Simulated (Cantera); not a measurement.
Charge: 1 mol C₂F₆, at 13300 Pa.

Method: chemical equilibrium by Gibbs-energy minimisation in Cantera with the NASA 1993 tables (ideal gas, pure condensed phases). Candidate condensed phases: C; 13 gas species. The feed counts by its element totals alone. The tables' values for C₂F₄ are old estimates; treat these amounts as uncertain. Gases not in the tables: C₂F₆ and larger saturated fluorocarbons. Kinetics and transport are ignored.

x: gas mole fraction; n: condensed amount in mol.

```
T (K)    x CF₄      x F   x CF₂      x CF      x C₃     x CF₃  n C(graphite)
-----  -------  -------  ------  --------  --------  --------  -------------
1875     0.987  0.00143  0.0100   3.43e-6  7.74e-12   0.00193          0.492
2025     0.952  0.00640  0.0365   3.35e-5  3.82e-10   0.00547          0.472
2175     0.857   0.0229   0.107  0.000234   1.09e-8    0.0127          0.417
2325     0.661   0.0664   0.249   0.00121   1.98e-7    0.0232          0.290
2475     0.372    0.156   0.437   0.00470   2.52e-6    0.0303         0.0614
2625     0.154    0.338   0.472   0.00997   5.81e-6    0.0258              0
2775         ?        ?   0.455         ?         ?         ?              0
2925   0.00475    0.561   0.371    0.0553   0.00103   0.00604          0.105
3075         ?    0.658       ?         ?         ?         ?              ?
3225   9.09e-5    0.704   0.142     0.125    0.0216  0.000721          0.145
3375   1.09e-5    0.748  0.0673     0.133    0.0378  0.000199              0
```

Q: Complete the blanks.

A: 
- 3075, x CF₄: 0.000702
- 3075, x CF₂: 0.243
- 3075, x CF: 0.0886
- 3075, x C₃: 0.00510
- 3075, x CF₃: 0.00224
- 3075, n C(graphite): 0.296
- 2775, x CF₄: 0.0310
- 2775, x F: 0.475
- 2775, x CF: 0.0250
- 2775, x C₃: 7.55e-5
- 2775, x CF₃: 0.0141
